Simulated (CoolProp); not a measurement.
Values from CoolProp's reference Helmholtz-energy equation of state, Thol 2015.

**Question.** Give the vapour pressure (MPa), vapour density (kg/m³), enthalpy of vaporisation (kJ/kg), surface tension (mN/m) of saturated octamethylcyclotetrasiloxane (D4) at 224.65 °C.

**Answer.** 
```csv
T (°C),p (MPa),vapour density (kg/m³),enthalpy of vaporisation (kJ/kg),surface tension (mN/m)
224.65,0.302,26.2,109,4.34
```

Surface tension comes from a separate correlation (Mulero 2014), older than this fluid's equation and unchecked against measurements.
